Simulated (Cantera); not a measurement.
Feed: 1 mol SiH₄, 0.23 mol HCl, 28 mol H₂, held at 1400 °C and 7000 Pa.

Equilibrium computed with Cantera from the NASA thermochemical tables; the gas is ideal and each condensed phase is pure. Candidate condensed phases: Si; 19 gas species. Gases not in the tables: Si₂H₆ and higher silanes. Rates play no part.

Base state: H₂ 0.992, HCl 0.00722, H 0.000429, SiCl₂ 0.000189, SiH₂ 1.09e-5 (mole fractions); condensed: Si(s).

Problem. What changes in the equilibrium state with this change: H₂ from 28 to 2.1 mol?

Solution. 
| species | before | after |
|---|---|---|
| H₂ | 0.992 | 0.953 |
| HCl | 0.00722 | 0.0405 |
| SiCl₂ | 0.000189 | 0.00620 |
| SiCl₃ | 3.35e-7 | 6.26e-5 |
| SiCl | 2.23e-6 | 1.28e-5 |
| Si(s), mol | 0.994 | 0.973 |
The tables' values for SiCl₃, SiCl are old estimates; treat these amounts as uncertain.

Problem. What changes in the equilibrium state with this change: SiH₄ replaced by (CH₃)₂SiCl₂?

Solution. 
```csv
species,before,after
H₂,0.992,0.931
HCl,0.00722,0.0687
H,0.000429,0.000416
CH₄,0,7.35e-5
SiCl₂,0.000189,0.000244
C₂H₂ (acetylene),0,5.31e-5
SiH₂,1.09e-5,1.37e-7
Cl,2.44e-6,2.40e-5
"Si(s), mol",0.994,0
"C(graphite), mol",0,1.00
"SiC(s), mol",0,0.992
```
The feed counts by its element totals alone. Further candidate phases: C, C₆H₆, C₇H₈, C₈H₁₈, SiC.

Problem. What changes in the equilibrium state with this change: pressure from 7000 Pa to 220 Pa?

Solution. 
```json
[
 {"species": "H₂", "before": "0.992", "after": "0.990"},
 {"species": "HCl", "before": "0.00722", "after": "0.00719"},
 {"species": "H", "before": "0.000429", "after": "0.00242"},
 {"species": "Si", "before": "5.99e-6", "after": "0.000190"},
 {"species": "SiH", "before": "2.66e-6", "after": "1.50e-5"},
 {"species": "SiCl", "before": "2.23e-6", "after": "1.26e-5"},
 {"species": "Cl", "before": "2.44e-6", "after": "1.37e-5"},
 {"species": "Si(s), mol", "before": "0.994", "after": "0.987"}
]
```
The tables' values for SiCl are old estimates; treat these amounts as uncertain.
